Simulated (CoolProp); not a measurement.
The fluoroketone C6F12O (FK-5-1-12) along the isobar 15.9 bar: density (kg/m³) from the reference equation and from simpler models built on Tc = 441.8 K, pc = 18.69 bar, ω = 0.471; each cubic takes its own stable root.

Values from CoolProp's reference Helmholtz-energy equation of state, McLinden 2015.

| T (K) | phase | reference | Redlich-Kwong | Soave-Redlich-Kwong |
|---|---|---|---|---|
| 414.3 | liquid | 1146 | 894.3 | 969.3 |
| 425 | liquid | 1058 | 790.6 | 860.8 |
| 435.8 | gas | 264.2 | 246.4 | 253.1 |
| 446.5 | gas | 219.2 | 216.8 | 214.4 |
| 457.2 | gas | 196.1 | 198.0 | 192.9 |
| 467.9 | gas | 180.4 | 184.1 | 177.9 |
| 478.6 | gas | 168.6 | 173.1 | 166.4 |
| 489.3 | gas | 159.1 | 164.0 | 157.0 |
| 500 | gas | 151.2 | 156.2 | 149.2 |
